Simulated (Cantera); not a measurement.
Charge: 1 mol CH3Cl, 0.85 mol HCl, at 0.0180 Torr.

Method: chemical equilibrium by Gibbs-energy minimisation in Cantera with the NASA 1993 tables (ideal gas, pure condensed phases). Candidate condensed phases: C, C6H6, C7H8, C8H18; 103 gas species. Ions and electrons are included (thermal ionisation). Rates play no part.

log p: log10 of the partial pressure in bar; nothing condenses.

| T (K) | log p H | log p Cl | log p C | log p C2 | log p e- | log p C+ | log p C3 |
|---|---|---|---|---|---|---|---|
| 3000 | -4.86 | -5.17 | -5.50 | -6.91 | -11.04 | -11.04 | -7.12 |
| 3250 | -4.86 | -5.18 | -5.45 | -7.63 | -10.24 | -10.25 | -8.77 |
| 3500 | -4.86 | -5.18 | -5.45 | -8.32 | -9.58 | -9.58 | -10.29 |
| 3750 | -4.86 | -5.18 | -5.45 | ___ | ___ | ___ | ___ |
| 4000 | -4.86 | -5.18 | -5.45 | ___ | ___ | ___ | ___ |
| 4250 | -4.86 | -5.18 | -5.45 | -9.94 | -8.04 | -8.06 | -13.83 |
| 4500 | -4.86 | -5.18 | -5.45 | -10.36 | -7.63 | -7.66 | -14.75 |
| 4750 | -4.86 | -5.18 | -5.45 | -10.74 | -7.27 | -7.30 | -15.59 |
| 5000 | -4.86 | -5.18 | -5.46 | -11.10 | -6.95 | -6.99 | -16.35 |

### Question
Fill in the missing entries.

### Answer

- 4000, log p C2: -9.47
- 4000, log p e-: -8.49
- 4000, log p C+: -8.50
- 4000, log p C3: -12.80
- 3750, log p C2: -8.93
- 3750, log p e-: -9.00
- 3750, log p C+: -9.01
- 3750, log p C3: -11.63
